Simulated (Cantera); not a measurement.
Transport properties of process gases

Gas mixture: 100 % NO, at 0.00118 atm, frozen composition.

Cantera's kinetic-theory transport with the Lennard-Jones parameters of GRI-Mech 3.0, ideal gas; thermal conductivity in the mixture-averaged form. The composition is frozen, though it would react at the higher temperatures.

```
T (K)  ρ (kg/m³)  cp (J/kg/K)  μ (µPa s)  λ (mW/m/K)     Pr  D (cm²/s) CH₄  D (cm²/s) CH₃  D (cm²/s) C₂H₂
-----  ---------  -----------  ---------  ----------  -----  -------------  -------------  --------------
400      0.00108        998.6       23.1        32.4  0.712            311            313             233
550     0.000787         1028       28.9        42.0  0.707            540            543             408
700     0.000619         1067       34.0        51.3  0.707            814            818             617
850     0.000509         1104       38.6        60.2  0.708           1130           1140             859
1000    0.000433         1133       42.9        68.6  0.709           1480           1490            1130
1150    0.000377         1153       47.0        76.7  0.707           1870           1880            1430
1300    0.000333         1171       50.9        84.5  0.706           2300           2310            1750
```
D: mixture-averaged diffusion coefficient of that species in the mixture.
